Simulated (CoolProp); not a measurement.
The numbers come from the reference Helmholtz-energy equation of state, Lemmon 2003 in CoolProp. It is a pseudo-pure fit of the blend.

Task: For R404A, give the phase and the density (kg/m³), isothermal compressibility (1/MPa), Prandtl number at 386.5 K and 3.93 MPa; 443.2 K and 3.93 MPa; 500 K and 3.93 MPa.

Result: 
- 386.5 K and 3.93 MPa: supercritical; density 169, isothermal compressibility 0.378, Prandtl number 1.06
- 443.2 K and 3.93 MPa: supercritical; density 123, isothermal compressibility 0.301, Prandtl number 0.894
- 500 K and 3.93 MPa: supercritical; density 102, isothermal compressibility 0.278, Prandtl number 0.867

Viscosity comes from a separate model (Geller 2000). Thermal conductivity comes from a separate model (Geller 2001).
